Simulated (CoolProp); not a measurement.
Computed with CoolProp (reference Helmholtz-energy equation of state, Lemmon 2016).

Task: For R227EA, give the phase and the speed of sound (m/s), fugacity coefficient at 128.15 °C and 37.4 bar; 157.65 °C and 37.4 bar; 165.05 °C and 37.4 bar.

Result: 
- 128.15 °C and 37.4 bar: supercritical; speed of sound 88.2, fugacity coefficient 0.676
- 157.65 °C and 37.4 bar: supercritical; speed of sound 112, fugacity coefficient 0.755
- 165.05 °C and 37.4 bar: supercritical; speed of sound 117, fugacity coefficient 0.770
